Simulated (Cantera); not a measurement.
An adiabatic, constant-pressure homogeneous reactor starts with CH₄ : CO : O₂ : N₂ : H₂O = 1 : 0.14 : 2.96 : 11.1 : 3.2 (molar parts), equivalence ratio 0.70, at 1273 K and 0.340 bar.

Cantera simulation using GRI-Mech 3.0 (53 species, 325 reactions); the numbers are that mechanism's predictions, not measurements.

Q: Predict: time of steepest temperature rise; temperature at 0.400 s; equilibrium temperature; x(CO) at 0.400 s; x(O₂) at 0.400 s; x(NO) at 0.400 s; x(H₂O₂) at 0.400 s.

A: 
* **time of steepest temperature rise**: 49.1 ms
* **temperature at 0.400 s**: 2272 K
* **equilibrium temperature**: 2270 K
* **x(CO) at 0.400 s**: 0.00443 (gas-phase equilibrium 0.00441)
* **x(O₂) at 0.400 s**: 0.0467 (gas-phase equilibrium 0.0463)
* **x(NO) at 0.400 s**: 0.00508 (gas-phase equilibrium 0.00605)
* **x(H₂O₂) at 0.400 s**: 1.41e-7 (gas-phase equilibrium 1.40e-7)
